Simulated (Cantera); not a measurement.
What does this Cantera script print?

```python
import numpy as np
import cantera as ct

gas = ct.Solution("gri30.yaml")
gas.TPX = 1223, 21000, {'CO': 0.0073, 'O2': 0.0022, 'H2O': 0.00093, 'N2': 1}
reactor = ct.IdealGasConstPressureReactor(gas, energy="off", clone=False)
net = ct.ReactorNet([reactor])
net.rtol, net.atol = 1e-08, 1e-18
show = ['CO', 'O2', 'H2O', 'NO2', 'NO']
times = np.geomspace(2e-05, 5, 12)

steps = ct.SolutionArray(gas, extra=["t"])
rows = []
print(f"{'t/s':>10s}{'T/K':>9s}{'P/Pa':>11s}" + "".join(f"{s:>11s}" for s in show))
for t in times:
    while net.time < t:
        t_next = net.step()
        steps.append(gas.state, t=t_next)
    rows.append([np.interp(t, steps.t, y) for y in (steps.T, steps.P, *steps(*show).X.T)])
    print(f"{t:10.3e}{rows[-1][0]:9.1f}{rows[-1][1]:11.4g}" + "".join(f"{x:11.3e}" for x in rows[-1][2:]))
rate = np.gradient(steps.T, steps.t)
print("integrator steps:", len(steps.t))
if steps.T.max() > steps.T[0] + 200:
    print(f"time of steepest temperature rise: {steps.t[rate.argmax()]:.4e} s")
gas.TPX = 1223, 21000, {'CO': 0.0073, 'O2': 0.0022, 'H2O': 0.00093, 'N2': 1}
gas.equilibrate("TP")
print(f"equilibrium (TP): T = {gas.T:.1f} K  " + "  ".join(f"{s} {gas[s].X[0]:.3e}" for s in show))
```

Output:

```
       t/s      T/K       P/Pa         CO         O2        H2O        NO2         NO
 2.000e-05   1223.0    2.1e+04  7.225e-03  2.177e-03  9.204e-04  6.421e-32  3.421e-22
 6.191e-05   1223.0    2.1e+04  7.225e-03  2.177e-03  9.204e-04  1.806e-30  3.362e-21
 1.916e-04   1223.0    2.1e+04  7.225e-03  2.177e-03  9.204e-04  5.934e-29  3.573e-20
 5.932e-04   1223.0    2.1e+04  7.225e-03  2.177e-03  9.204e-04  2.238e-27  4.132e-19
 1.836e-03   1223.0    2.1e+04  7.225e-03  2.177e-03  9.204e-04  9.787e-26  4.726e-18
 5.684e-03   1223.0    2.1e+04  7.225e-03  2.177e-03  9.204e-04  8.077e-24  5.274e-17
 1.759e-02   1223.0    2.1e+04  7.225e-03  2.177e-03  9.204e-04  7.239e-21  1.181e-15
 5.446e-02   1223.0    2.1e+04  7.179e-03  2.143e-03  9.136e-04  1.578e-14  3.636e-11
 1.686e-01   1223.0    2.1e+04  2.933e-03  2.256e-04  3.446e-04  2.420e-11  1.482e-06
 5.218e-01   1223.0    2.1e+04  2.562e-03  8.885e-06  5.760e-04  4.662e-12  1.962e-06
 1.615e+00   1223.0    2.1e+04  2.600e-03  4.933e-07  6.414e-04  1.026e-12  1.957e-06
 5.000e+00   1223.0    2.1e+04  2.614e-03  3.612e-08  6.580e-04  2.664e-13  1.897e-06
integrator steps: 1362
equilibrium (TP): T = 1223.0 K  CO 2.618e-03  O2 1.324e-14  H2O 6.646e-04  NO2 1.144e-19  NO 6.580e-11
```

Detailed kinetics in Cantera: GRI-Mech 3.0 (53 species, 325 reactions).
